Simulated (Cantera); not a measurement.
Input: 1 mol Si(CH3)4, 3.2 mol HCl, 92 mol H2, equilibrated at 10.0 mbar.

Method: chemical equilibrium by Gibbs-energy minimisation in Cantera with the NASA 1993 tables (ideal gas, pure condensed phases). Candidate condensed phases: C, C6H6, C7H8, C8H18, Si, SiC; 109 gas species. The tables' values for SiCl are old estimates; treat these amounts as uncertain. Gases not in the tables: Si2H6 and higher silanes. Kinetics and transport are ignored.

log p: log10 of the partial pressure in bar; n: condensed amount in mol.

```csv
T (K),log p H2,log p H,log p HCl,log p Si,n C(graphite),n SiC(s)
1073,-2.01,-8.86,-3.50,<-14,2.96,0.999
1173,-2.01,-7.94,-3.50,<-14,2.98,1.000
1273,-2.01,-7.15,-3.50,-13.33,2.99,0.999
1373,-2.01,-6.48,-3.50,-11.78,3.00,0.999
1473,-2.01,-5.90,-3.50,-10.45,3.00,0.998
1573,-2.01,-5.40,-3.50,-9.28,3.00,0.997
1673,-2.01,-4.95,-3.50,-8.25,2.99,0.995
1773,-2.02,-4.55,-3.50,-7.34,2.98,0.992
1873,-2.02,-4.20,-3.51,-6.53,2.95,0.986
1973,-2.02,-3.88,-3.51,-5.81,2.91,0.967
2073,-2.03,-3.59,-3.52,-5.15,2.86,___
2173,-2.04,-3.34,-3.53,-4.55,2.90,___
2273,-2.06,-3.10,-3.56,-4.15,3.06,___
```

### Question
Some entries are withheld; supply them.

### Answer

- 2073, n SiC(s): 0.892
- 2173, n SiC(s): 0.606
- 2273, n SiC(s): 0
